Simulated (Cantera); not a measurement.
Cantera run, input and output.

```python
import numpy as np
import cantera as ct

gas = ct.Solution("gri30.yaml")
gas.TPX = 1850, 29, {'CH4': 1, 'H2': 91}
reactor = ct.IdealGasConstPressureReactor(gas, energy="off", clone=False)
net = ct.ReactorNet([reactor])
net.rtol, net.atol = 1e-08, 1e-18
show = ['CH4', 'H2', 'C2H', 'CH3', 'C2H4', 'C2H6', 'CH2']
times = np.geomspace(4e-06, 2, 12)

steps = ct.SolutionArray(gas, extra=["t"])
rows = []
print(f"{'t/s':>10s}{'T/K':>9s}{'P/Pa':>11s}" + "".join(f"{s:>11s}" for s in show))
for t in times:
    while net.time < t:
        t_next = net.step()
        steps.append(gas.state, t=t_next)
    rows.append([np.interp(t, steps.t, y) for y in (steps.T, steps.P, *steps(*show).X.T)])
    print(f"{t:10.3e}{rows[-1][0]:9.1f}{rows[-1][1]:11.4g}" + "".join(f"{x:11.3e}" for x in rows[-1][2:]))
rate = np.gradient(steps.T, steps.t)
print("integrator steps:", len(steps.t))
if steps.T.max() > steps.T[0] + 200:
    print(f"time of steepest temperature rise: {steps.t[rate.argmax()]:.4e} s")
gas.TPX = 1850, 29, {'CH4': 1, 'H2': 91}
gas.equilibrate("TP")
print(f"equilibrium (TP): T = {gas.T:.1f} K  " + "  ".join(f"{s} {gas[s].X[0]:.3e}" for s in show))
```

Output:

```
       t/s      T/K       P/Pa        CH4         H2        C2H        CH3       C2H4       C2H6        CH2
 4.000e-06   1850.0         29  1.087e-02  9.891e-01  8.172e-37  2.174e-09  5.686e-21  4.400e-23  2.657e-18
 1.319e-05   1850.0         29  1.087e-02  9.891e-01  3.086e-34  7.150e-09  1.728e-19  1.992e-21  3.715e-17
 4.347e-05   1850.0         29  1.087e-02  9.891e-01  4.431e-32  2.340e-08  3.599e-18  8.157e-20  4.985e-16
 1.433e-04   1850.0         29  1.087e-02  9.891e-01  1.003e-29  7.533e-08  7.150e-17  5.578e-18  6.391e-15
 4.725e-04   1850.0         29  1.087e-02  9.891e-01  3.389e-27  2.306e-07  2.541e-15  4.279e-16  7.094e-14
 1.558e-03   1850.0         29  1.087e-02  9.891e-01  2.257e-24  6.222e-07  1.357e-13  2.505e-14  7.068e-13
 5.136e-03   1850.0         29  1.087e-02  9.891e-01  1.070e-21  1.456e-06  4.378e-12  6.691e-13  6.391e-12
 1.693e-02   1850.0         29  1.087e-02  9.891e-01  3.101e-19  3.796e-06  1.047e-10  9.819e-12  6.163e-11
 5.582e-02   1850.0         29  1.086e-02  9.891e-01  9.835e-17  1.147e-05  2.967e-09  1.244e-10  6.543e-10
 1.840e-01   1850.0         29  1.083e-02  9.890e-01  3.586e-14  3.668e-05  8.469e-08  1.372e-09  7.027e-09
 6.067e-01   1850.0         29  1.074e-02  9.886e-01  1.170e-11  1.187e-04  1.553e-06  1.299e-08  7.419e-08
 2.000e+00   1850.0         29  1.027e-02  9.875e-01  1.945e-09  3.675e-04  9.121e-06  8.495e-08  7.123e-07
integrator steps: 314
equilibrium (TP): T = 1850.0 K  CH4 8.022e-07  H2 9.634e-01  C2H 1.845e-06  CH3 5.223e-07  C2H4 2.452e-08  C2H6 6.871e-15  CH2 1.984e-08
```

Computed with Cantera and GRI-Mech 3.0 (53 species, 325 reactions). GRI-Mech 3.0 stops at C3 and has no aromatics, soot or wall deposition, so with more carbon than oxygen in the feed, carbon stays in small species such as C2H2 where larger ones or solid carbon would form. Radical loss at walls, strong at low pressure, is not modelled.
